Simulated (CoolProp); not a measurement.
A single-stage vapour-compression cycle with n-hexane: evaporating at 292.15 K (dew point), condensing at 330.15 K (bubble point), superheat 8 K, subcooling 0 K, compressor efficiency 0.85, no pressure losses. Each further row changes one setting.

The numbers come from the reference Helmholtz-energy equation of state, Thol 2019 in CoolProp.

```csv
case,cooling COP,pressure ratio,discharge temperature (K),refrigerating effect (kJ/kg),volumetric capacity (kJ/m³)
as stated,5.66,4.47,331.9,295,159
evaporating temperature 297.15 K,6.77,3.58,332.3,303,201
condensing temperature 325.15 K,6.68,3.76,328.1,307,166
subcooling 5 K,5.89,4.47,331.9,307,166
superheat 18 K,5.78,4.47,341.9,312,163
compressor efficiency 0.75,4.99,4.47,335.6,295,159
```
